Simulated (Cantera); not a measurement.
An isothermal, constant-pressure homogeneous reactor starts with 25.6 % NO, 74.4 % N2, at 2023 K and 37.5 Torr.

Computed with Cantera and GRI-Mech 3.0 (53 species, 325 reactions).

Predict: x(NO) at 10.0 s; x(N2) at 10.0 s; x(N2O) at 10.0 s; x(NO2) at 10.0 s; x(O2) at 10.0 s; x(O) at 10.0 s.


| Quantity | Result |
|---|---|
| x(NO) at 10.0 s | 0.0587 (gas-phase equilibrium 0.00661) |
| x(N2) at 10.0 s | 0.842 (gas-phase equilibrium 0.868) |
| x(N2O) at 10.0 s | 1.21e-6 (gas-phase equilibrium 8.70e-8) |
| x(NO2) at 10.0 s | 1.48e-5 (gas-phase equilibrium 1.88e-6) |
| x(O2) at 10.0 s | 0.0982 (gas-phase equilibrium 0.124) |
| x(O) at 10.0 s | 0.00113 (gas-phase equilibrium 0.00126) |
